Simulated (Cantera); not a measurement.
Feed: 1 mol SF₆, 0.46 mol SO₂, 0.22 mol H₂, at 2650 K and 10.0 mbar.

Cantera equilibrium calculation (NASA polynomials, part measured and part estimated; ideal gas, pure solids and liquids). Candidate condensed phases: H₂O, H₂SO₄, S; 43 gas species. Equilibrium is a limit: real reactors are often held back by kinetics, nucleation or transport.

Base state: F 0.744, SO 0.0770, S 0.0769, HF 0.0593, SO₂ 0.0182, S₂ 0.00938, O 0.00871, SF 0.00558 (mole fractions); condensed: gas only.

### Question
What changes in the equilibrium state with this change: 0.053 mol NH₃ added?

### Answer
```
species   before     after
-------  -------  --------
F          0.744     0.720
HF        0.0593    0.0804
S         0.0769    0.0769
N₂             0   0.00349
SO₂       0.0182    0.0181
SO        0.0770    0.0767
NO             0  0.000128
H        5.29e-5   7.41e-5
```
